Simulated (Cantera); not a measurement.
Input (Python, Cantera) and output of one run.

```python
import numpy as np
import cantera as ct

gas_names = [...]  # 95 gases of nasa_gas.yaml made of C, F, H
cond_names = """
    C(gr) C6H6(L) C7H8(L) C8H18(L),n-octa
""".split()


# ... load() reads the species with a 1 bar reference pressure and builds the phases ...
atoms = {
    'c-C4F8': {'C': 4, 'F': 8},
    'CH4': {'C': 1, 'H': 4},
    'H2': {'H': 2},
}
top_T = {'C(gr)': 4500}  # K; cautious upper limits of use, not melting points


# ... equilibrate(T, P, feed) seeds the gas with the atoms and calls Mixture.equilibrate('TP', solver="vcs", rtol=1e-11, max_steps=5000) ...
results = []
feed = {'c-C4F8': 1, 'CH4': 0.35, 'H2': 0.18}  # mol
P = 13332.2  # Pa
for T in [2223, 2248, 2273, 2298, 2323, 2348, 2373, 2398, 2423, 2448, 2473, 2498, 2523]:
    mix = equilibrate(T, P, feed)
    results.append((T, P, feed, dict(zip(mix.species_names, mix.species_moles))))
    x = sorted(zip(gas.X, gas.species_names), reverse=True)
    print(f"T = {T:g} K  P = {P:g} Pa  gas = {mix.phase_moles(0):.4g} mol")
    print("   x: " + "  ".join(f"{s} {v:.3e}" for v, s in x if v > 0.0001))
    print("   condensed (mol): " + ("  ".join(f"{mix.phase(i).name} {mix.phase_moles(i):.4g}"
          for i in range(1, mix.n_phases) if mix.phase_moles(i) > 1e-12) or "none"))
```

It prints:

```
T = 2223 K  P = 13332.2 Pa  gas = 3.576 mol
   x: HF 4.921e-01  CF4 3.738e-01  CF2 9.776e-02  F 2.712e-02  CF3 8.888e-03  CF 3.370e-04
   condensed (mol): C(gr) 2.63
T = 2248 K  P = 13332.2 Pa  gas = 3.623 mol
   x: HF 4.858e-01  CF4 3.585e-01  CF2 1.129e-01  F 3.248e-02  CF3 9.857e-03  CF 4.451e-04
   condensed (mol): C(gr) 2.605
T = 2273 K  P = 13332.2 Pa  gas = 3.676 mol
   x: HF 4.788e-01  CF4 3.417e-01  CF2 1.294e-01  F 3.868e-02  CF3 1.084e-02  CF 5.830e-04
   condensed (mol): C(gr) 2.576
T = 2298 K  P = 13332.2 Pa  gas = 3.737 mol
   x: HF 4.710e-01  CF4 3.233e-01  CF2 1.473e-01  F 4.579e-02  CF3 1.183e-02  CF 7.575e-04
   condensed (mol): C(gr) 2.544
T = 2323 K  P = 13332.2 Pa  gas = 3.805 mol
   x: HF 4.625e-01  CF4 3.034e-01  CF2 1.664e-01  F 5.389e-02  CF3 1.280e-02  CF 9.764e-04
   condensed (mol): C(gr) 2.51
T = 2348 K  P = 13332.2 Pa  gas = 3.882 mol
   x: HF 4.533e-01  CF4 2.822e-01  CF2 1.865e-01  F 6.303e-02  CF3 1.371e-02  CF 1.248e-03
   condensed (mol): C(gr) 2.472
T = 2373 K  P = 13332.2 Pa  gas = 3.969 mol
   x: HF 4.435e-01  CF4 2.598e-01  CF2 2.073e-01  F 7.328e-02  CF3 1.453e-02  CF 1.583e-03
   condensed (mol): C(gr) 2.432
T = 2398 K  P = 13332.2 Pa  gas = 4.064 mol
   x: HF 4.331e-01  CF4 2.366e-01  CF2 2.284e-01  F 8.465e-02  CF3 1.524e-02  CF 1.991e-03
   condensed (mol): C(gr) 2.39
T = 2423 K  P = 13332.2 Pa  gas = 4.167 mol
   x: HF 4.223e-01  CF2 2.493e-01  CF4 2.129e-01  F 9.715e-02  CF3 1.580e-02  CF 2.483e-03
   condensed (mol): C(gr) 2.347
T = 2448 K  P = 13332.2 Pa  gas = 4.28 mol
   x: HF 4.112e-01  CF2 2.697e-01  CF4 1.890e-01  F 1.108e-01  CF3 1.618e-02  CF 3.071e-03
   condensed (mol): C(gr) 2.304
T = 2473 K  P = 13332.2 Pa  gas = 4.4 mol
   x: HF 4.000e-01  CF2 2.888e-01  CF4 1.655e-01  F 1.255e-01  CF3 1.637e-02  CF 3.766e-03
   condensed (mol): C(gr) 2.262
T = 2498 K  P = 13332.2 Pa  gas = 4.526 mol
   x: HF 3.888e-01  CF2 3.062e-01  CF4 1.429e-01  F 1.411e-01  CF3 1.633e-02  CF 4.580e-03
   condensed (mol): C(gr) 2.222
T = 2523 K  P = 13332.2 Pa  gas = 4.657 mol
   x: HF 3.779e-01  CF2 3.213e-01  F 1.577e-01  CF4 1.215e-01  CF3 1.608e-02  CF 5.522e-03
   condensed (mol): C(gr) 2.187
```

Cantera equilibrium calculation (NASA polynomials, part measured and part estimated; ideal gas, pure solids and liquids). The feed counts by its element totals alone. The tables' values for C2F4 are old estimates; treat these amounts as uncertain. Gases not in the tables: C2F6 and larger saturated fluorocarbons.
